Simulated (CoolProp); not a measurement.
A Linde-Hampson liquefier for ethylene: isothermal reversible compression at 320 K from 1 atm to 30 MPa, throttling to 1 atm, return gas leaving the recuperator 5 K below the feed. Each further row changes one setting.

Values from CoolProp's reference Helmholtz-energy equation of state, Smukala 2000.

| case | liquid yield per pass | compression work (kJ/kg of gas) |
|---|---|---|
| as stated | … | 444 |
| high pressure 60 MPa | … | … |
| warm-end temperature 350 K | … | 512 |
| warm-end gap 10 K | 0.416 | 444 |

Fill in the missing entries.


- as stated, liquid yield per pass: 0.422
- high pressure 60 MPa, liquid yield per pass: 0.403
- high pressure 60 MPa, compression work (kJ/kg of gas): 513
- warm-end temperature 350 K, liquid yield per pass: 0.350
